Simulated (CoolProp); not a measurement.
Ethanol along the isobar 8.94 MPa: fugacity coefficient from the reference equation and from simpler models built on Tc = 241.6 °C, pc = 6.268 MPa, ω = 0.644; each cubic takes its own stable root.

Values from CoolProp's reference Helmholtz-energy equation of state, Schroeder 2014.

| T (°C) | phase | reference |
|---|---|---|
| 35.35 | liquid | 0.001908 |
| 63.75 | liquid | 0.007327 |
| 92.05 | liquid | 0.02176 |
| 120.35 | liquid | 0.05295 |
| 148.65 | liquid | 0.1095 |
| 176.95 | liquid | 0.1981 |
| 205.25 | liquid | 0.3202 |
| 233.55 | liquid | 0.4701 |
| 261.95 | supercritical | 0.6261 |
| 290.25 | supercritical | 0.7256 |
| 318.55 | supercritical | 0.7871 |
| 346.85 | supercritical | 0.8312 |

Problem. How far does each simpler model (Redlich-Kwong, Soave-Redlich-Kwong, Peng-Robinson) lie from the reference over these 12 states: mean and median of the absolute difference, and the worst?

Solution. 
- Redlich-Kwong: mean 158.2 %, median 33.4 %, worst +834.5 % at 35.35 °C and 8.94 MPa
- Soave-Redlich-Kwong: mean 3.5 %, median 3.3 %, worst +6.1 % at 120.35 °C and 8.94 MPa
- Peng-Robinson: mean 4.7 %, median 5.0 %, worst -7.9 % at 290.25 °C and 8.94 MPa
